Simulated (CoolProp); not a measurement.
CH2F2 (R32) at 293.15 K and 0.507 MPa is throttled through a valve to 0.248 MPa with no heat exchange. Each further row changes one setting.

The numbers come from the reference Helmholtz-energy equation of state, Tillner-Roth 1997 in CoolProp.

```tsv
case	temperature change (K)	final density (kg/m³)
as stated	-7.2	5.63
outlet pressure 0.0744 MPa	-12.5	1.68
outlet pressure 0.322 MPa	-5.1	7.33
```
